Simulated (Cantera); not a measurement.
What does this Cantera script print?

```python
import numpy as np
import cantera as ct

gas_names = """
    CL CLO CL2 H HCL HOCL HO2 H2 H2O H2O2 Mg MgCL MgCL2 MgH MgO MgOH MgO2H2 Mg2 O OH O2 O3
""".split()
cond_names = """
    H2O(s) H2O(L) Mg(cr) Mg(L) MgCL2(s) MgCL2(L) MgO(s) MgO(L) MgO2H2(s)
""".split()


def load(file, names, dense=False):
    # The tables refer to 1 bar. Condensed volumes are neglected.
    table = {s.name: s for s in ct.Species.list_from_file(file)}
    out = []
    for n in names:
        d = dict(table[n].input_data)
        d["thermo"] = dict(d["thermo"], **{"reference-pressure": 1e5})
        if dense:
            d["equation-of-state"] = {"model": "constant-volume", "density": "1e6 g/cm^3"}
        out.append(ct.Species.from_dict(d))
    return out


gas = ct.Solution(thermo="ideal-gas", species=load("nasa_gas.yaml", gas_names))
cond = {s.name: ct.Solution(thermo="fixed-stoichiometry", species=[s], name=s.name)
        for s in load("nasa_condensed.yaml", cond_names, dense=True)}
atoms = {
    'MgO': {'Mg': 1, 'O': 1},
    'Cl2': {'CL': 2},
    'H2': {'H': 2},
}
top_T = {}  # K; cautious upper limits of use, not melting points


def equilibrate(T, P, feed):
    n = {}
    for name, mol in feed.items():
        for a, k in atoms[name].items():
            n[a] = n.get(a, 0.0) + k * mol
    gas.TPX = T, P, n
    mass = sum(n.values()) * gas.mean_molecular_weight
    gas.equilibrate("TP")
    valid = [c for c in cond.values() if c.min_temp <= T <= top_T.get(c.name, c.max_temp)]
    mix = ct.Mixture([(gas, mass / gas.mean_molecular_weight)] + [(c, 0.0) for c in valid])
    mix.T, mix.P = T, P
    mix.equilibrate("TP", solver="vcs", rtol=1e-11, max_steps=5000)
    return mix


results = []
feed = {'MgO': 1, 'Cl2': 0.53, 'H2': 4.1}  # mol
P = 4100  # Pa
for T in [948, 1048, 1148, 1248, 1348, 1448, 1548, 1648, 1748, 1848]:
    mix = equilibrate(T, P, feed)
    results.append((T, P, feed, dict(zip(mix.species_names, mix.species_moles))))

top = {s: max(r[3][s] / sum(r[3][g] for g in gas_names) for r in results) for s in gas_names}
cols = sorted((s for s in top if top[s] > 0.001), key=lambda s: -top[s])[:5]
seen = [c for c in cond_names if any(r[3].get(c, 0) > 1e-12 for r in results)]
print("log10 of partial pressures in bar; condensed amounts in mol")
print(f"{'T/K':>10s}" + "".join(f"{s[:9]:>10s}" for s in cols + seen))
for T, P, feed, n in results:
    ng = sum(n[g] for g in gas_names)
    print(f"{T:10.4g}" + "".join(f"{np.log10(max(n[s] / ng * P / 1e5, 1e-99)):10.3f}" for s in cols)
          + "".join(f"{n.get(c, 0):10.4g}" for c in seen))
```

Output:

```
log10 of partial pressures in bar; condensed amounts in mol
       T/K        H2       HCL       H2O     MgCL2         H    MgO(s)
       948    -1.500    -2.030    -4.603    -4.603   -10.030    0.9972
      1048    -1.500    -2.033    -4.225    -4.225    -8.862    0.9933
      1148    -1.500    -2.039    -3.918    -3.918    -7.895    0.9864
      1248    -1.500    -2.048    -3.667    -3.667    -7.081    0.9757
      1348    -1.500    -2.061    -3.460    -3.460    -6.386    0.9609
      1448    -1.500    -2.078    -3.290    -3.290    -5.785     0.942
      1548    -1.500    -2.099    -3.149    -3.149    -5.262    0.9198
      1648    -1.500    -2.123    -3.032    -3.033    -4.801     0.895
      1748    -1.501    -2.151    -2.934    -2.938    -4.392    0.8685
      1848    -1.502    -2.181    -2.850    -2.863    -4.027      0.84
```

These are equilibrium values from Cantera (NASA tables, ideal gas, pure condensed phases), not measurements of a reactor. Condensed phases not in the tables: MgOHCl.
